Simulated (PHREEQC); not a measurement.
Dissolve 3.9 mmol/kgw CaSO4, 1.9 mmol/kgw Na2SO4 and 140 mmol/kgw MgSO4 at 10 °C. Closed to the air; pH follows from the charge balance.

All values are PHREEQC results (ion-association model, wateq4f.dat), not measurements.

```csv
quantity,before,after
pH,7.01,7.13
ionic strength (mol/kgw),0.305,0.0414
MgSO4 (mol/kgw),0.0671,0.00406
Na+ (mol/kgw),0.00349,0.000371
SI of Epsomite (MgSO4:7H2O),-1.10,-2.33
SI of Mirabilite (Na2SO4:10H2O),-5.06,-7.45
```

Task: What was changed between the two runs?
A) diluted 100-fold with water
B) CaSO4 from 0.0039 to 0.00078 mol/kgw
C) diluted 10-fold with water
D) Na2SO4 from 0.0019 to 0.019 mol/kgw
E) CaSO4 replaced by ZnSO4 at the same molality

Result: C, diluted 10-fold with water

Precipitation was switched off in this run. At this temperature some constants are extrapolated from 25 °C, and those without enthalpy data are left unchanged.
